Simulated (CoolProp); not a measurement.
Properties of R1132(E) along the isotherm 126.85 °C.

Model: reference Helmholtz-energy equation of state, Akasaka 2024, in CoolProp.

| p (kPa) | phase | cp (kJ/(kg K)) | isothermal compressibility (1/MPa) | expansivity (1/kK) | fugacity coefficient |
|---|---|---|---|---|---|
| 20.6 | gas | 1.110 | 48.59 | 2.508 | 0.9991 |
| 36.6 | gas | 1.111 | 27.36 | 2.514 | 0.9985 |
| 65 | gas | 1.112 | 15.43 | 2.525 | 0.9973 |
| 116 | gas | [?] | 8.663 | 2.544 | 0.9952 |
| 206 | gas | 1.118 | 4.897 | 2.579 | 0.9915 |
| 366 | gas | 1.124 | 2.775 | 2.642 | 0.9848 |
| 650 | gas | 1.137 | 1.582 | 2.761 | 0.9732 |
| 1160 | gas | 1.162 | [?] | 2.991 | 0.9524 |
| 2060 | gas | [?] | 0.5355 | 3.468 | 0.9162 |
| 3660 | gas | 1.336 | 0.3323 | 4.623 | 0.8534 |
| 6500 | supercritical | 1.759 | 0.2360 | 8.516 | 0.7471 |

### Question
Fill in the missing entries.

### Answer

- 116, cp (kJ/(kg K)): 1.114
- 1160, isothermal compressibility (1/MPa): 0.9081
- 2060, cp (kJ/(kg K)): 1.213
